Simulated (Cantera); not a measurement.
A freely propagating, adiabatic, planar premixed flame of CH4 : C2H6 : C3H8 : O2 : N2 = 1 : 0.7 : 0.059 : 3.95 : 14.9 (molar parts), equivalence ratio 1.2, unburnt at 348 K and 110000 Pa; mixture-averaged transport, grid criteria slope 0.08 and curve 0.16, no radiation.

Cantera simulation using GRI-Mech 3.0 (53 species, 325 reactions); the numbers are that mechanism's predictions, not measurements. Burning velocities carry a grid error of a few per cent, more on coarse grids.

x: mole fraction of selected species; z is measured from the peak of heat release.

| z (mm) | T (K) | u (m/s) | x CH4 | x C2H6 | x C3H8 | x CH3 | x O | x H |
|---|---|---|---|---|---|---|---|---|
| -1.07 | 348 | 0.483 | 0.0484 | 0.0339 | 0.00286 | <1e-8 | <1e-8 | <1e-8 |
| -0.710 | 350 | 0.487 | 0.0483 | 0.0338 | 0.00285 | <1e-8 | <1e-8 | <1e-8 |
| -0.533 | 360 | 0.502 | 0.0478 | 0.0337 | 0.00284 | <1e-8 | <1e-8 | <1e-8 |
| -0.355 | 445 | 0.627 | 0.0454 | 0.0327 | 0.00279 | 2.83e-7 | <1e-8 | <1e-8 |
| -0.178 | 946 | 1.37 | 0.0327 | 0.0223 | 0.00211 | 0.000257 | (withheld) | 3.23e-5 |
| -0.0888 | 1389 | 2.05 | 0.0202 | 0.00912 | 0.000817 | 0.00211 | (withheld) | 0.000460 |
| 0 | 1775 | 2.66 | 0.00626 | 0.000542 | 1.85e-5 | 0.00259 | (withheld) | 0.00315 |
| 0.0888 | 1942 | 2.91 | 0.000672 | 2.23e-6 | <1e-8 | 0.000466 | (withheld) | 0.00693 |
| 0.178 | 1988 | 2.97 | 3.88e-5 | <1e-8 | <1e-8 | 3.40e-5 | (withheld) | 0.00883 |
| 0.355 | 2023 | 3.01 | 1.30e-7 | <1e-8 | <1e-8 | 1.37e-7 | (withheld) | 0.00904 |
| 0.710 | 2062 | 3.05 | <1e-8 | <1e-8 | <1e-8 | <1e-8 | (withheld) | 0.00759 |
| 1.42 | 2106 | 3.11 | <1e-8 | <1e-8 | <1e-8 | <1e-8 | (withheld) | 0.00556 |
| 2.84 | 2145 | 3.16 | <1e-8 | <1e-8 | <1e-8 | <1e-8 | (withheld) | 0.00366 |

Question: Complete the blanks.

Answer: 
- -0.178, x O: 1.75e-6
- -0.0888, x O: 4.75e-5
- 0, x O: 0.000446
- 0.0888, x O: 0.00122
- 0.178, x O: 0.00159
- 0.355, x O: 0.00146
- 0.710, x O: 0.00108
- 1.42, x O: 0.000656
- 2.84, x O: 0.000322
